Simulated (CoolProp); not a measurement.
Vapour-liquid equilibrium of ethanol (1) + n-octane (2) at 400.5 K; x and y are mole fractions of (1).

Computed with CoolProp (multi-fluid Helmholtz-energy mixture model, Schroeder 2014 and Beckmüller 2019; pair parameters Bell 2016).

```csv
x,"bubble pressure, mixture model (MPa)","bubble pressure, Raoult's law (MPa)","y, mixture model","y, Raoult's law"
0.05,0.2078,0.1275,0.490,0.208
0.15,0.3322,0.1700,0.690,0.469
0.25,0.3954,0.2125,0.748,0.625
0.35,0.4291,0.2550,0.775,0.729
0.45,0.4501,0.2975,0.793,0.804
0.55,0.4667,0.3400,0.810,0.859
0.65,0.4825,0.3825,0.830,0.903
0.75,0.4987,0.4251,0.857,0.938
0.85,0.5146,0.4676,0.898,0.966
0.95,0.5274,0.5101,0.959,0.990
```

The largest gap from Raoult's law is +95.4 % in bubble pressure, at x = 0.15. No azeotrope shows between x = 0.05 and 0.95.

The pair parameters rest on a limited set of measurements; away from them the model extrapolates. With so large a gap from Raoult's law the liquid may split in two, which this calculation doesn't test in full.
